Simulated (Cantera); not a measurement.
Charge: 1 mol HgO, 0.087 mol H₂, 1.1 mol O₂, at 925 K and 8.30 bar.

Method: chemical equilibrium by Gibbs-energy minimisation in Cantera with the NASA 1993 tables (ideal gas, pure condensed phases). Candidate condensed phases: H₂O, Hg, HgO; 10 gas species. Kinetics and transport are ignored.

What is the equilibrium state?


| Item | Result |
|---|---|
| x(O₂) | 0.589 |
| x(Hg) | 0.378 |
| x(H₂O) | 0.0329 |
| gas amount | 2.643 mol |
| log10 activity of Hg(l) (absent) | -1.05 |
